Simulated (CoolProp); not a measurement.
Saturation properties of ethanol (Tc = 514.7 K, pc = 6268 kPa, ω = 0.644).

The numbers come from the reference Helmholtz-energy equation of state, Schroeder 2014 in CoolProp.

| T (K) | p (kPa) | vapour density (kg/m³) | enthalpy of vaporisation (kJ/kg) | liquid cp (kJ/(kg K)) | surface tension (mN/m) | liquid viscosity (µPa s) |
|---|---|---|---|---|---|---|
| 367.1 | 181.4 | 2.875 | 822.5 | 3.103 | 15.2 | 353 |
| 372.1 | 216.2 | 3.401 | 813.0 | 3.161 | 14.7 | 329 |
| 377.1 | 256.3 | 4.004 | 803.0 | 3.221 | 14.2 | 308 |
| 382.2 | 303.2 | 4.708 | 792.4 | 3.284 | 13.7 | 287 |
| 387.2 | 355.6 | 5.494 | 781.6 | 3.348 | 13.2 | 269 |
| 392.3 | 416.4 | 6.403 | 770.1 | 3.414 | 12.7 | 252 |
| 397.3 | 483.8 | 7.412 | 758.3 | 3.480 | 12.2 | 236 |
| 402.3 | 559.7 | 8.550 | 745.9 | 3.547 | 11.7 | 221 |
| 407.4 | 646.4 | 9.855 | 732.8 | 3.617 | 11.2 | 208 |
| 412.4 | 741.4 | 11.29 | 719.4 | 3.685 | 10.7 | 195 |
| 417.4 | 847.0 | 12.90 | 705.4 | 3.754 | 10.2 | 183 |
| 422.5 | 966.4 | 14.73 | 690.6 | 3.824 | 9.66 | 172 |
| 427.5 | 1096 | 16.73 | 675.5 | 3.892 | 9.16 | 161 |
| 432.6 | 1241 | 19.00 | 659.5 | 3.960 | 8.64 | 151 |
| 437.6 | 1397 | 21.49 | 643.1 | 4.028 | 8.14 | 142 |

It boils at 351.6 K under 1 atm.

Viscosity comes from a separate model (Kiselev 2005). Surface tension comes from a separate correlation (Mulero 2012).
